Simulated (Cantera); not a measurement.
**Cr₂O₃ + H₂ (hydrogen reduction and annealing atmospheres)**

A closed system holds: 1 mol Cr₂O₃, 350 mol H₂, at 750 Torr.

Equilibrium computed with Cantera from the NASA thermochemical tables; the gas is ideal and each condensed phase is pure. Candidate condensed phases: Cr, Cr₂O₃, H₂O; 13 gas species. Mutual solubility and eutectic melting of coexisting phases are not modelled. Kinetics and transport are ignored.

```csv
T (K),x H₂,x H₂O,x H,x Cr,x CrO,x OH,n Cr₂O₃(s),n Cr(s)
798,1.00,1.68e-7,2.67e-12,<1e-12,<1e-12,<1e-12,1.000,0
898,1.000,1.45e-6,1.09e-10,<1e-12,<1e-12,<1e-12,1.000,0.000338
998,1.000,8.00e-6,2.15e-9,<1e-12,<1e-12,<1e-12,0.999,0.00187
1098,1.000,3.20e-5,2.47e-8,6.23e-12,<1e-12,<1e-12,0.996,0.00746
1198,1.000,0.000101,1.90e-7,2.22e-10,<1e-12,<1e-12,0.988,0.0235
1298,1.000,0.000264,1.07e-6,4.50e-9,<1e-12,3.66e-12,0.969,0.0616
1398,0.999,0.000601,4.73e-6,5.88e-8,8.85e-12,5.61e-11,0.930,0.140
1498,0.999,0.00122,1.72e-5,5.40e-7,2.06e-10,5.96e-10,0.857,0.285
1598,0.998,0.00227,5.32e-5,3.72e-6,3.21e-9,4.72e-9,0.735,0.529
1698,0.996,0.00393,0.000144,2.02e-5,3.58e-8,2.92e-8,0.542,0.909
```
x: gas mole fraction; n: condensed amount in mol.

At 798 K the condensed part is Cr₂O₃(s). From 898 K to 1698 K the condensed part is Cr(s) + Cr₂O₃(s).
